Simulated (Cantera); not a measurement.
Charge: 1 mol SiC, 0.19 mol C, 2 mol H₂, held at 7.80 bar.

Cantera equilibrium calculation (NASA polynomials, part measured and part estimated; ideal gas, pure solids and liquids). Candidate condensed phases: C, C₆H₆, C₇H₈, C₈H₁₈, Si, SiC; 87 gas species. Gases not in the tables: Si₂H₆ and higher silanes. Rates play no part.

Question: At 2125 °C, list the 4 most abundant gas species with their mole fractions, and the condensed phases.

Answer: H₂ 0.986, C₂H₂ (acetylene) 0.00681, H 0.00560, CH₄ 0.00135. Condensed: C(graphite) + SiC(s).
